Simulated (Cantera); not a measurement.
**Si3N4 + HCl (nitride etching)**

Feed: 1 mol Si3N4, 1.3 mol HCl, held at 1225 K and 38.3 Torr.

Method: chemical equilibrium by Gibbs-energy minimisation in Cantera with the NASA 1993 tables (ideal gas, pure condensed phases). Candidate condensed phases: NH4Cl, Si, Si3N4; 28 gas species. The tables' values for SiCl3 are old estimates; treat these amounts as uncertain. Kinetics and transport are ignored.

```json
{
 "x(HCl)": "0.464",
 "x(H2)": "0.290",
 "x(SiCl4)": "0.140",
 "x(N2)": "0.0986",
 "x(SiCl3)": "0.00411",
 "x(SiHCl3)": "0.00273",
 "x(SiCl2)": "0.000954",
 "x(SiH2Cl2)": "7.12e-6",
 "x(Cl)": "1.02e-6",
 "n(Si3N4(s))": "0.939 mol",
 "gas_amount": "1.243 mol",
 "log10 activity of Si(s) (absent)": "-3.28"
}
```
